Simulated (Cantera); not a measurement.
Cantera run:

```python
import numpy as np
import cantera as ct

gas_names = """
    F F2 H HF H2 H2F2 H3F3 H4F4 H5F5 H6F6 H7F7 N NF NF2 NF3 NH NH2 NH3 N2 N2H2 N2H4 Si SiF SiF2 SiF3
    SiF4 SiH SiHF3 SiH2 SiH2F2 SiH3 SiH3F SiH4 SiN Si2 Si2N Si3
""".split()
cond_names = """
    Si(cr) Si(L) Si3N4(a)
""".split()


def load(file, names, dense=False):
    # The tables refer to 1 bar. Condensed volumes are neglected.
    table = {s.name: s for s in ct.Species.list_from_file(file)}
    out = []
    for n in names:
        d = dict(table[n].input_data)
        d["thermo"] = dict(d["thermo"], **{"reference-pressure": 1e5})
        if dense:
            d["equation-of-state"] = {"model": "constant-volume", "density": "1e6 g/cm^3"}
        out.append(ct.Species.from_dict(d))
    return out


gas = ct.Solution(thermo="ideal-gas", species=load("nasa_gas.yaml", gas_names))
cond = {s.name: ct.Solution(thermo="fixed-stoichiometry", species=[s], name=s.name)
        for s in load("nasa_condensed.yaml", cond_names, dense=True)}
atoms = {
    'SiF4': {'Si': 1, 'F': 4},
    'N2': {'N': 2},
    'H2': {'H': 2},
}
top_T = {'Si3N4(a)': 2400}  # K; cautious upper limits of use, not melting points


def equilibrate(T, P, feed):
    n = {}
    for name, mol in feed.items():
        for a, k in atoms[name].items():
            n[a] = n.get(a, 0.0) + k * mol
    gas.TPX = T, P, n
    mass = sum(n.values()) * gas.mean_molecular_weight
    gas.equilibrate("TP")
    valid = [c for c in cond.values() if c.min_temp <= T <= top_T.get(c.name, c.max_temp)]
    mix = ct.Mixture([(gas, mass / gas.mean_molecular_weight)] + [(c, 0.0) for c in valid])
    mix.T, mix.P = T, P
    mix.equilibrate("TP", solver="vcs", rtol=1e-11, max_steps=5000)
    return mix


results = []
feed = {'SiF4': 1, 'N2': 0.92, 'H2': 0.55}  # mol
T = 1198  # K
P = 13332.2  # Pa
mix = equilibrate(T, P, feed)
results.append((T, P, feed, dict(zip(mix.species_names, mix.species_moles))))
print(gas.report(threshold=0.001))
for i in range(1, mix.n_phases):
    print(f"{mix.phase(i).name:16s} {mix.phase_moles(i):12.5e} mol")
```

It prints:

```
       temperature   1198 K
          pressure   13332 Pa
           density   0.070948 kg/m^3
  mean mol. weight   53.006 kg/kmol
   phase of matter   gas

                          1 kg             1 kmol
                     ---------------   ---------------
          enthalpy        -1.136e+07       -6.0218e+08  J
   internal energy       -1.1548e+07       -6.1214e+08  J
           entropy            5993.2        3.1768e+05  J/K
    Gibbs function        -1.854e+07       -9.8275e+08  J
 heat capacity c_p            1158.7             61420  J/K
 heat capacity c_v            1001.9             53105  J/K

                      mass frac. Y      mole frac. X     chem. pot. / RT
                     ---------------   ---------------   ---------------
                HF        0.00074809          0.001982           -58.755
                H2         0.0084014            0.2209           -21.498
                N2            0.1968           0.37237           -28.352
              SiF4           0.79085           0.40277           -205.85
             SiHF3         0.0023425         0.0014423            -168.6
     [  +32 minor]        0.00086041        0.00053828

Si(cr)            0.00000e+00 mol
Si3N4(a)          0.00000e+00 mol
```

Equilibrium computed with Cantera from the NASA thermochemical tables; the gas is ideal and each condensed phase is pure. The tables' values for SiF3 are old estimates; treat these amounts as uncertain.
